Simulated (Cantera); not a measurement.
## Thermodynamics of silicon carbide growth, feed SiH₄ + C₂H₄ + H₂

Input: 1 mol SiH₄, 0.86 mol C₂H₄, 2.6 mol H₂, held at 1.33 mbar.

Cantera equilibrium calculation (NASA polynomials, part measured and part estimated; ideal gas, pure solids and liquids). Candidate condensed phases: C, C₆H₆, C₇H₈, C₈H₁₈, Si, SiC; 87 gas species. Gases not in the tables: Si₂H₆ and higher silanes. Rates play no part.

From 1125 °C to 1925 °C the condensed part is C(graphite) + SiC(s). At 2025 °C the condensed part is C(graphite).

```tsv
T (°C)	x H₂	x H	x Si	x SiC₂	x Si₂C	x C₂H₂ (acetylene)	x SiH	n C(graphite)	n SiC(s)
1125	1.000	0.000130	2.78e-9	1.90e-12	1.78e-12	2.45e-6	5.11e-10	0.720	1.00
1225	1.000	0.000471	5.44e-8	9.35e-11	8.16e-11	8.81e-6	6.43e-9	0.720	1.00
1325	0.999	0.00146	7.32e-7	2.81e-9	2.29e-9	2.69e-5	5.86e-8	0.720	1.000
1425	0.996	0.00395	7.23e-6	5.60e-8	4.31e-8	7.18e-5	4.10e-7	0.719	1.000
1525	0.990	0.00960	5.52e-5	7.96e-7	5.80e-7	0.000171	2.30e-6	0.718	1.000
1625	0.978	0.0212	0.000339	8.50e-6	5.90e-6	0.000368	1.07e-5	0.718	0.998
1725	0.954	0.0429	0.00174	7.12e-5	4.72e-5	0.000724	4.22e-5	0.722	0.987
1825	0.910	0.0804	0.00759	0.000485	0.000308	0.00130	0.000144	0.753	0.941
1925	0.825	0.139	0.0289	0.00276	0.00169	0.00209	0.000426	0.890	0.749
2025	0.667	0.214	0.0940	0.0129	0.00728	0.00285	0.00103	1.40	0
```
x: gas mole fraction; n: condensed amount in mol.
